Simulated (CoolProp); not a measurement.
Properties of nitrous oxide along the isotherm 44.15 °C.

Values from CoolProp's reference Helmholtz-energy equation of state, Lemmon 2006. It is a short technical equation, of lower accuracy than the large ones.

| p (kPa) | phase | speed of sound (m/s) | isothermal compressibility (1/MPa) |
|---|---|---|---|
| 1090 | gas | 267.6 | 0.9668 |
| 2170 | gas | 259.3 | 0.5171 |
| 3260 | gas | 250.2 | 0.3726 |
| 4350 | gas | (withheld) | 0.3099 |
| 5430 | gas | 229.6 | 0.2874 |
| 6520 | gas | (withheld) | 0.3036 |
| 7610 | supercritical | (withheld) | 0.4340 |
| 8690 | supercritical | (withheld) | (withheld) |
| 9780 | supercritical | 286.5 | 0.09459 |
| 10900 | supercritical | (withheld) | 0.04843 |

Q: Some entries are withheld; supply them.

A: 
- 4350, speed of sound (m/s): 240.4
- 6520, speed of sound (m/s): 217.2
- 7610, speed of sound (m/s): 202.7
- 8690, speed of sound (m/s): 213.2
- 8690, isothermal compressibility (1/MPa): 0.4730
- 10900, speed of sound (m/s): 335.5
